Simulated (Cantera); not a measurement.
A perfectly stirred reactor is fed with H2 : O2 = 0.035 : 1 (molar parts), equivalence ratio 0.018, at 0.0132 atm; it is held at 1350 K, and followed from long to short residence time.

Detailed kinetics in Cantera: the H2/O2 subset of GRI-Mech 3.0, which has no nitrogen chemistry. Radical loss at walls, strong at low pressure, is not modelled. The temperature is held fixed by assumption; the heat of reaction is taken as removed at once.

Task: Predict: x(H2) at τ = 1.50 s; x(O2) at τ = 1.50 s; x(O) at τ = 1.50 s; x(H2O2) at τ = 1.50 s; x(HO2) at τ = 1.50 s; x(H2) at τ = 37.0 ms; x(O2) at τ = 37.0 ms; x(O) at τ = 37.0 ms; x(H2O2) at τ = 37.0 ms; x(HO2) at τ = 37.0 ms.

Result: 
| Item | Value |
|---|---|
| x(H2) at τ = 1.50 s | 8.49e-5 |
| x(O2) at τ = 1.50 s | 0.961 |
| x(O) at τ = 1.50 s | 0.00368 |
| x(H2O2) at τ = 1.50 s | 2.47e-8 |
| x(HO2) at τ = 1.50 s | 6.48e-7 |
| x(H2) at τ = 37.0 ms | 0.000579 |
| x(O2) at τ = 37.0 ms | 0.944 |
| x(O) at τ = 37.0 ms | 0.0195 |
| x(H2O2) at τ = 37.0 ms | 4.41e-8 |
| x(HO2) at τ = 37.0 ms | 1.46e-6 |
